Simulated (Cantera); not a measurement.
## Stirred combustor or abatement burner

A perfectly stirred reactor is fed with CH4 : C2H6 : O2 : N2 = 1 : 0.11 : 3.79 : 14.2 (molar parts), at 3600 Torr; it is adiabatic with a 725 K inlet, and is followed from long to short residence time, starting on the burning branch (τ in s: 0.36, 0.12, 0.043, 0.015, 0.0052, 0.0018, 0.00063, 0.00022, 7.6e-05, 2.6e-05).

Model: GRI-Mech 3.0 (53 species, 325 reactions), integrated in Cantera.

```csv
τ (s),T (K),x CH4,x C2H6,x O2,x HO2,x H2O2
0.36,2056,3.80e-7,6.63e-9,0.0722,2.60e-6,1.59e-7
0.12,2058,1.10e-6,1.94e-8,0.0727,2.68e-6,1.63e-7
0.043,2058,2.91e-6,5.25e-8,0.0729,2.81e-6,1.69e-7
0.015,2056,7.38e-6,1.41e-7,0.0730,3.14e-6,1.84e-7
0.0052,2050,1.71e-5,3.58e-7,0.0731,4.03e-6,2.19e-7
0.0018,2039,3.63e-5,8.48e-7,0.0734,6.16e-6,2.91e-7
0.00063,2019,7.45e-5,1.91e-6,0.0740,1.08e-5,4.13e-7
0.00022,1982,0.000158,4.29e-6,0.0755,2.03e-5,6.03e-7
7.6e-5,1918,0.000381,1.07e-5,0.0788,4.08e-5,9.03e-7
2.6e-5,725,0.0524,0.00576,0.198,<1e-12,<1e-12
```
x: mole fraction; the columns are a selection and need not sum to one.
